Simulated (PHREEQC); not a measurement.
Consider water at 25 °C with 0.002 mol K2CO3 and 0.0064 mol CuSO4 per kg of water. Closed to the air; pH follows from the charge balance.

Model: ion-association model, wateq4f.dat, run in PHREEQC.

Each row changes one thing in this solution. Precipitation was switched off in this run.

| case | pH | ionic strength (mol/kgw) | SO4-2 (mol/kgw) | Cu+2 (mol/kgw) | CuSO4 (mol/kgw) | Cu2(OH)2+2 (mol/kgw) | SI of Cu(OH)2 (Cu(OH)2) | SI of Tenorite (CuO) |
|---|---|---|---|---|---|---|---|---|
| as made | 6.34 | 0.0202 | 0.00534 | 0.00260 | 0.000974 | 0.000872 | +1.23 | +2.25 |
| K2CO3 from 0.002 to 0.0022 mol/kgw | 6.38 | 0.0203 | 0.00539 | 0.00243 | 0.000917 | 0.000923 | +1.28 | +2.30 |
| K2CO3 from 0.002 to 0.02 mol/kgw | 9.89 | 0.0529 | 0.00570 | 9.58e-9 | 2.38e-9 | 1.20e-7 | +2.79 | +3.81 |
| CuSO4 from 0.0064 to 0.0096 mol/kgw | 6.15 | 0.0285 | 0.00748 | 0.00449 | 0.00201 | 0.00102 | +1.05 | +2.07 |
| temperature from 25 to 60 °C | 5.87 | 0.0202 | 0.00534 | 0.00212 | 0.000917 | 0.00145 | +1.36 | +2.38 |
| K2CO3 replaced by NaHCO3 at the same molality | 5.96 | 0.0196 | 0.00504 | 0.00372 | 0.00133 | 0.000312 | +0.63 | +1.65 |
| CuSO4 from 0.0064 to 0.064 mol/kgw | 5.44 | 0.142 | 0.0360 | 0.0326 | 0.0277 | 0.00137 | +0.31 | +1.33 |

Some of these states are supersaturated (in Malachite, Brochantite, Cu(OH)2, for instance). Constants without temperature data keep their 25 °C values here. The database's constant for dissolved Cu(OH)2 is higher than later reviews accept.
